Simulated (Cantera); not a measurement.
Input: 1 mol FeCl₃, 1.9 mol H₂, 0.48 mol N₂, held at 0.340 Pa.

Method: chemical equilibrium by Gibbs-energy minimisation in Cantera with the NASA 1993 tables (ideal gas, pure condensed phases). Candidate condensed phases: Fe, FeCl₂, FeCl₃, NH₄Cl; 18 gas species. Rates play no part. All values below are at 1125 °C.

Base state: HCl 0.335, H₂ 0.319, FeCl₂ 0.216, N₂ 0.123, Fe 0.00429, H 0.00145, Cl 0.00125, FeCl 1.09e-5 (mole fractions); condensed: Fe(γ).

### Question
What changes in the equilibrium state with this change: pressure from 0.340 Pa to 700 Pa?

### Answer
| species | before | after |
|---|---|---|
| HCl | 0.335 | 0.337 |
| H₂ | 0.319 | 0.321 |
| FeCl₂ | 0.216 | 0.218 |
| Fe | 0.00429 | 2.08e-6 |
| N₂ | 0.123 | 0.124 |
| Fe₂Cl₄ | 1.42e-8 | 2.97e-5 |
| Cl | 0.00125 | 2.77e-5 |
| FeCl | 1.09e-5 | 2.41e-7 |
| H | 0.00145 | 3.20e-5 |
| Fe(γ), mol | 0.139 | 0.154 |
